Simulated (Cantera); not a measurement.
Input: 1 mol FeCl₂, 2.4 mol H₂, 3.8 mol H₂O, held at 63.0 mbar.

Equilibrium computed with Cantera from the NASA thermochemical tables; the gas is ideal and each condensed phase is pure. Candidate condensed phases: Fe, FeCl₂, FeCl₃, FeO, Fe(OH)₂, Fe(OH)₃, Fe₂O₃, Fe₃O₄, H₂O; 22 gas species. The tables' stoichiometric FeO is somewhat more stable than real wüstite, so its field is too wide. FeO: taken at fixed stoichiometry. The numbers say what is thermodynamically allowed, not how fast it happens.

Question: What share of the Fe ends up in condensed phases as a function of T (K), at 1673, 1723, 1773, 1823, 1873, 1923, 1973, 2023, 2073, 2123, 2173, 2223?

Answer: 
| T (K) | Fe condensed (%) | as |
|---|---|---|
| 1673 | 70.3 | FeO(l) |
| 1723 | 69.5 | FeO(l) |
| 1773 | 68.8 | FeO(l) |
| 1823 | 68.1 | FeO(l) |
| 1873 | 67.4 | FeO(l) |
| 1923 | 66.6 | FeO(l) |
| 1973 | 65.7 | FeO(l) |
| 2023 | 64.5 | FeO(l) |
| 2073 | 62.9 | FeO(l) |
| 2123 | 60.5 | FeO(l) |
| 2173 | 57.1 | FeO(l) |
| 2223 | 52.1 | FeO(l) |
